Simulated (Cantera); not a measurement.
Cantera run:

```python
import numpy as np
import cantera as ct

gas_names = """
    H H2 Si SiH SiH2 SiH3 SiH4 Si2 Si3
""".split()
cond_names = """
    Si(cr) Si(L)
""".split()


def load(file, names, dense=False):
    # The tables refer to 1 bar. Condensed volumes are neglected.
    table = {s.name: s for s in ct.Species.list_from_file(file)}
    out = []
    for n in names:
        d = dict(table[n].input_data)
        d["thermo"] = dict(d["thermo"], **{"reference-pressure": 1e5})
        if dense:
            d["equation-of-state"] = {"model": "constant-volume", "density": "1e6 g/cm^3"}
        out.append(ct.Species.from_dict(d))
    return out


gas = ct.Solution(thermo="ideal-gas", species=load("nasa_gas.yaml", gas_names))
cond = {s.name: ct.Solution(thermo="fixed-stoichiometry", species=[s], name=s.name)
        for s in load("nasa_condensed.yaml", cond_names, dense=True)}
atoms = {
    'Si': {'Si': 1},
    'H2': {'H': 2},
}
top_T = {}  # K; cautious upper limits of use, not melting points


def equilibrate(T, P, feed):
    n = {}
    for name, mol in feed.items():
        for a, k in atoms[name].items():
            n[a] = n.get(a, 0.0) + k * mol
    gas.TPX = T, P, n
    mass = sum(n.values()) * gas.mean_molecular_weight
    gas.equilibrate("TP")
    valid = [c for c in cond.values() if c.min_temp <= T <= top_T.get(c.name, c.max_temp)]
    mix = ct.Mixture([(gas, mass / gas.mean_molecular_weight)] + [(c, 0.0) for c in valid])
    mix.T, mix.P = T, P
    mix.equilibrate("TP", solver="vcs", rtol=1e-11, max_steps=5000)
    return mix


results = []
feed = {'Si': 1, 'H2': 0.52}  # mol
P = 10000  # Pa
for T in [823, 898, 973, 1048, 1123, 1198, 1273, 1348, 1423, 1498, 1573, 1648, 1723]:
    mix = equilibrate(T, P, feed)
    results.append((T, P, feed, dict(zip(mix.species_names, mix.species_moles))))

top = {s: max(r[3][s] / sum(r[3][g] for g in gas_names) for r in results) for s in gas_names}
cols = sorted((s for s in top if top[s] > 1e-06), key=lambda s: -top[s])[:5]
seen = [c for c in cond_names if any(r[3].get(c, 0) > 1e-12 for r in results)]
print("log10 of partial pressures in bar; condensed amounts in mol")
print(f"{'T/K':>10s}" + "".join(f"{s[:9]:>10s}" for s in cols + seen))
for T, P, feed, n in results:
    ng = sum(n[g] for g in gas_names)
    print(f"{T:10.4g}" + "".join(f"{np.log10(max(n[s] / ng * P / 1e5, 1e-99)):10.3f}" for s in cols)
          + "".join(f"{n.get(c, 0):10.4g}" for c in seen))
```

Output:

```
log10 of partial pressures in bar; condensed amounts in mol
       T/K        H2         H      SiH2        Si       SiH    Si(cr)     Si(L)
       823    -1.000   -11.635   -13.743   -20.787   -18.590         1         0
       898    -1.000   -10.461   -12.462   -18.410   -16.615         1         0
       973    -1.000    -9.466   -11.378   -16.400   -14.947         1         0
      1048    -1.000    -8.612   -10.450   -14.680   -13.521         1         0
      1123    -1.000    -7.871    -9.646   -13.191   -12.287         1         0
      1198    -1.000    -7.221    -8.942   -11.890   -11.209         1         0
      1273    -1.000    -6.647    -8.322   -10.744   -10.259         1         0
      1348    -1.000    -6.136    -7.771    -9.726    -9.417         1         0
      1423    -1.000    -5.678    -7.279    -8.816    -8.664         1         0
      1498    -1.000    -5.265    -6.836    -7.998    -7.989         1         0
      1573    -1.000    -4.891    -6.435    -7.260    -7.378         1         0
      1648    -1.000    -4.550    -6.072    -6.589    -6.824         1         0
      1723    -1.000    -4.239    -5.770    -6.007    -6.350         0         1
```

These are equilibrium values from Cantera (NASA tables, ideal gas, pure condensed phases), not measurements of a reactor. Gases not in the tables: Si2H6 and higher silanes.
